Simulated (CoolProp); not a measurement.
Saturation properties of R236FA (Tc = 398.1 K, pc = 3.191 MPa, ω = 0.377).

Computed with CoolProp (reference Helmholtz-energy equation of state, Pan 2012).

```json
[
 {"T (K)": "212.2", "p (MPa)": "0.003508", "liquid density (kg/m³)": "1619", "vapour Z": "0.9962"},
 {"T (K)": "218.1", "p (MPa)": "0.005432", "liquid density (kg/m³)": "1603", "vapour Z": "0.9947"},
 {"T (K)": "223.9", "p (MPa)": "0.008119", "liquid density (kg/m³)": "1587", "vapour Z": "0.9927"},
 {"T (K)": "229.8", "p (MPa)": "0.01191", "liquid density (kg/m³)": "1570", "vapour Z": "0.9903"},
 {"T (K)": "235.6", "p (MPa)": "0.01695", "liquid density (kg/m³)": "1554", "vapour Z": "0.9873"},
 {"T (K)": "241.5", "p (MPa)": "0.02377", "liquid density (kg/m³)": "1537", "vapour Z": "0.9837"},
 {"T (K)": "247.3", "p (MPa)": "0.03249", "liquid density (kg/m³)": "1520", "vapour Z": "0.9795"},
 {"T (K)": "253.1", "p (MPa)": "0.04365", "liquid density (kg/m³)": "1503", "vapour Z": "0.9746"}
]
```

It boils at 271.7 K under 1 atm.
